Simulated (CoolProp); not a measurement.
Properties of water along the isobar 342 bar.

The numbers come from the reference Helmholtz-energy equation of state, Wagner 2002 in CoolProp.

| T (K) | phase | cp (kJ/(kg K)) | isothermal compressibility (1/MPa) | Prandtl number |
|---|---|---|---|---|
| 364.6 | liquid | 4.137 | 0.0004296 | 1.90 |
| 371.2 | liquid | 4.143 | 0.0004374 | 1.77 |
| 377.9 | liquid | 4.149 | 0.0004463 | 1.65 |
| 384.5 | liquid | 4.156 | 0.0004562 | 1.54 |
| 391.2 | liquid | 4.163 | 0.0004672 | 1.45 |
| 397.8 | liquid | 4.171 | 0.0004791 | 1.37 |
| 404.5 | liquid | 4.181 | 0.0004924 | 1.30 |
| 411.1 | liquid | 4.191 | 0.0005066 | 1.24 |
| 417.8 | liquid | 4.202 | 0.0005223 | 1.18 |
| 424.4 | liquid | 4.214 | 0.0005391 | 1.13 |
| 431.1 | liquid | 4.227 | 0.0005576 | 1.09 |
| 437.7 | liquid | 4.241 | 0.0005773 | 1.05 |
| 444.4 | liquid | 4.257 | 0.0005990 | 1.02 |
| 451 | liquid | 4.273 | 0.0006221 | 0.984 |
| 457.7 | liquid | 4.292 | 0.0006476 | 0.956 |

Viscosity comes from a separate model (Huber 2009). Thermal conductivity comes from a separate model (Huber 2012).
